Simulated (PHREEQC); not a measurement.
Consider water at 25 °C with 3 mol/kgw HCl, 0.024 mol/kgw Na2B4O7 and 0.44 mol/kgw KBr. Closed to the air; pH follows from the charge balance.

Equilibrium calculation in PHREEQC: Pitzer model, pitzer.dat.

| Property | Result |
|---|---|
| pH | -1.01 |
| ionic strength | 3.44 mol/kgw |
| activity of water | 0.843 |
| density | 1.080 g/cm³ |
| osmotic coefficient | 1.357 |
| total alkalinity | -2950 meq/kg |

```csv
species,molality,activity,log γ
Cl-,3.00,1.72,-0.242
H+,2.95,10.4,0.545
Br-,0.440,0.311,-0.150
K+,0.440,0.506,0.061
B(OH)3,0.0960,0.133,0.140
Na+,0.0480,0.0942,0.293
```

No solid was allowed to form. In brines, pH and single-ion activities rest on the MacInnes convention.
